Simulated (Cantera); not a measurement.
Input: 1 mol HBr, 3 mol H2, 0.12 mol O2, at 1552 °C and 170 bar.

Method: chemical equilibrium by Gibbs-energy minimisation in Cantera with the NASA 1993 tables (ideal gas, pure condensed phases). Candidate condensed phases: Br2, H2O; 12 gas species. The ideal-gas law is rough above about 30 bar. Rates play no part.

Base state: H2 0.690, HBr 0.250, H2O 0.0600, Br 0.000370, H 2.81e-5, Br2 1.50e-5 (mole fractions); condensed: gas only.

Question: What changes in the equilibrium state with this change: pressure from 170 bar to 1.30 bar?

Answer: 
```
species    before     after
-------  --------  --------
H2          0.690     0.690
HBr         0.250     0.245
H2O        0.0600    0.0599
Br       0.000370   0.00416
H         2.81e-5  0.000321
Br2       1.50e-5   1.45e-5
```

Question: What changes in the equilibrium state with this change: pressure from 170 bar to 0.000110 bar?

Answer: 
| species | before | after |
|---|---|---|
| H2 | 0.690 | 0.684 |
| Br | 0.000370 | 0.148 |
| HBr | 0.250 | 0.0796 |
| H | 2.81e-5 | 0.0347 |
| H2O | 0.0600 | 0.0543 |
| OH | 1.71e-7 | 0.000193 |
| Br2 | 1.50e-5 | 1.54e-6 |
